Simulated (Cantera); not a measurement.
Input: 1 mol Al(CH3)3, 4.5 mol N2O, 1.3 mol H2, at 1248 K and 93.0 Pa.

Equilibrium computed with Cantera from the NASA thermochemical tables; the gas is ideal and each condensed phase is pure. Candidate condensed phases: Al, AlN, Al2O3, C, C6H6, C7H8, C8H18, H2O; 148 gas species. The feed counts by its element totals alone. Kinetics and transport are ignored.

Base state: H2 0.436, N2 0.338, CO 0.226, H 1.01e-5 (mole fractions); condensed: Al2O3(s).

Q: What changes in the equilibrium state with this change: Al(CH3)3 replaced by Al?

A: 
```
species         before     after
-------------  -------  --------
N2               0.338     0.677
H2O            7.27e-6     0.195
O2               <1e-9     0.128
H2               0.436   5.95e-7
CO               0.226         0
NO               <1e-9  0.000201
OH               <1e-9   3.96e-5
H              1.01e-5   1.18e-8
Al2O3(s), mol    0.500     0.500
```
